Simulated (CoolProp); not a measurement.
Methane at 328.48 K and 5.64 MPa is throttled through a valve to 1.9 MPa with no heat exchange. Each further row changes one setting.

The numbers come from the reference Helmholtz-energy equation of state, Setzmann 1991 in CoolProp.

```
case                      temperature change (K)  final density (kg/m³)
------------------------  ----------------------  ---------------------
as stated                                  -13.0                   11.9
outlet pressure 0.57 MPa                   -18.1                   3.57
outlet pressure 2.47 MPa                   -10.9                   15.5
```
